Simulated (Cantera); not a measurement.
Charge: 1 mol SiCl₄, 1.7 mol H₂, held at 973 K and 0.540 bar.

Cantera equilibrium calculation (NASA polynomials, part measured and part estimated; ideal gas, pure solids and liquids). Candidate condensed phases: Si; 19 gas species. The tables' values for SiCl₃ are old estimates; treat these amounts as uncertain. Equilibrium is a limit: real reactors are often held back by kinetics, nucleation or transport.

Base state: H₂ 0.595, SiCl₄ 0.336, HCl 0.0343, SiHCl₃ 0.0328, SiCl₃ 0.000705, SiH₂Cl₂ 0.000335, SiCl₂ 4.24e-5 (mole fractions); condensed: gas only.

Task: What changes in the equilibrium state with this change: 0.23 mol N₂ added?

Result: 
| species | before | after |
|---|---|---|
| H₂ | 0.595 | 0.400 |
| HCl | 0.0343 | 0.327 |
| SiCl₄ | 0.336 | 0.249 |
| N₂ | 0 | 0.0221 |
| SiHCl₃ | 0.0328 | 0.00171 |
| NH₃ | 0 | 1.42e-5 |
| SiH₂Cl₂ | 0.000335 | 1.23e-6 |
| SiCl₂ | 4.24e-5 | 2.31e-7 |
| SiCl₃ | 0.000705 | 4.48e-5 |
| Si₃N₄(s), mol | 0 | 0.0817 |
N₂ is the only nitrogen source here; it is nearly inert below about 1500 K, so the nitride shown seldom forms there in practice. Further candidate phases: NH₄Cl, Si₃N₄.
